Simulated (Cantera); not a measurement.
Feed: 1 mol AlCl₃, 28 mol N₂, 190 mol H₂, equilibrated at 1500 °C.

Cantera equilibrium calculation (NASA polynomials, part measured and part estimated; ideal gas, pure solids and liquids). Candidate condensed phases: Al, AlCl₃, AlN, NH₄Cl; 20 gas species. The numbers say what is thermodynamically allowed, not how fast it happens.

Task: Which condensed phases are stable at each of these points (P (Pa)): 10, 46, 220, 1000, 4600, 22000, 100000?

Result: 
| P (Pa) | condensed phases | Al condensed (%) |
|---|---|---|
| 10 | gas only | 0.0 |
| 46 | gas only | 0.0 |
| 220 | gas only | 0.0 |
| 1000 | gas only | 0.0 |
| 4600 | gas only | 0.0 |
| 22000 | gas only | 0.0 |
| 100000 | AlN(s) | 56.5 |

From 10.0 Pa to 22000 Pa nothing is condensed. At 100000 Pa the condensed part is AlN(s).
